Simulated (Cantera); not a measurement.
**Gas activation for diamond growth**

A perfectly stirred reactor is fed with CH4 : H2 : O2 = 0.0028 : 1 : 0.011 (molar parts), at 20.0 Torr; it is held at 2525 K, and followed from long to short residence time.

Computed with Cantera and GRI-Mech 3.0 (53 species, 325 reactions). Radical loss at walls, strong at low pressure, is not modelled.

| τ (s) | x CH4 | x H2 | x O2 | x O | x C2H6 | x CO | x C2H |
|---|---|---|---|---|---|---|---|
| 8.4 | 1.26e-8 | 0.825 | 7.02e-7 | 8.26e-5 | <1e-12 | 0.00255 | <1e-12 |
| 3.2 | 3.58e-8 | 0.828 | 6.93e-7 | 7.90e-5 | <1e-12 | 0.00256 | 1.82e-12 |
| 1.2 | 1.18e-7 | 0.836 | 6.83e-7 | 7.02e-5 | <1e-12 | 0.00257 | 1.57e-11 |
| 0.46 | 5.16e-7 | 0.853 | 7.35e-7 | 5.29e-5 | <1e-12 | 0.00259 | 1.82e-10 |
| 0.17 | 4.18e-6 | 0.885 | 1.33e-6 | 2.80e-5 | <1e-12 | 0.00262 | 4.13e-9 |
| 0.066 | 3.77e-5 | 0.916 | 4.40e-6 | 1.21e-5 | 2.93e-11 | 0.00256 | 8.50e-8 |
| 0.025 | 0.000176 | 0.932 | 1.56e-5 | 6.70e-6 | 4.99e-10 | 0.00206 | 5.54e-7 |
| 0.0094 | 0.000455 | 0.940 | 5.14e-5 | 4.90e-6 | 2.78e-9 | 0.00121 | 1.06e-6 |
x: mole fraction; the columns are a selection and need not sum to one.
